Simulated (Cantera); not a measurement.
A Cantera script and what it prints.

```python
import numpy as np
import cantera as ct

gas_names = """
    H2 OH
""".split()
cond_names = """
    SrO(s) SrO(L) Sr(a) Sr(b) Sr(L)
""".split()


def load(file, names, dense=False):
    # The tables refer to 1 bar. Condensed volumes are neglected.
    table = {s.name: s for s in ct.Species.list_from_file(file)}
    out = []
    for n in names:
        d = dict(table[n].input_data)
        d["thermo"] = dict(d["thermo"], **{"reference-pressure": 1e5})
        if dense:
            d["equation-of-state"] = {"model": "constant-volume", "density": "1e6 g/cm^3"}
        out.append(ct.Species.from_dict(d))
    return out


species = {s.name: s for s in load("nasa_gas.yaml", gas_names) + load("nasa_condensed.yaml", cond_names)}
# Each term lists the table entries of one substance; the one whose range holds T is used.
reactions = {
    'H2(g) + 2 SrO = 2 Sr + 2 OH(g)':
        [(-1, ['H2']), (-2, ['SrO(s)', 'SrO(L)']), (2, ['Sr(a)', 'Sr(b)', 'Sr(L)']), (2, ['OH'])],
}


def pick(names, T):
    return next(species[n] for n in names if species[n].thermo.min_temp <= T <= species[n].thermo.max_temp)


results = []
for label, terms in reactions.items():
    print(label)
    print("     T/K   dH/kJ  dS/(J/K)   dG/kJ   log10 K")
    for T in [300, 450, 600, 750, 900, 1050, 1200, 1350]:
        used = [(nu, pick(names, T)) for nu, names in terms]
        dH = sum(nu * s.thermo.h(T) for nu, s in used) / 1e6
        dS = sum(nu * s.thermo.s(T) for nu, s in used) / 1e3
        dG = dH - T * dS / 1e3
        logK = -dG * 1e6 / (ct.gas_constant * T * np.log(10))
        results.append((label, T, dH, dS, dG, logK, [s.name for _, s in used]))
        print(f"{T:8g} {dH:8.1f} {dS:8.1f} {dG:8.1f} {logK:8.2f}")
```

Output:

```
H2(g) + 2 SrO = 2 Sr + 2 OH(g)
     T/K   dH/kJ  dS/(J/K)   dG/kJ   log10 K
     300   1262.8    235.7   1192.1  -207.55
     450   1261.3    231.7   1157.0  -134.30
     600   1259.1    227.6   1122.6   -97.73
     750   1256.7    223.9   1088.7   -75.82
     900   1255.6    222.7   1055.2   -61.24
    1050   1268.8    235.1   1021.9   -50.84
    1200   1267.5    234.0    986.7   -42.95
    1350   1266.1    232.9    951.7   -36.82
```

Source: NASA polynomial tables (part measured, part estimated), evaluated in Cantera. Condensed species are held in their standard states even where they would react or evaporate.
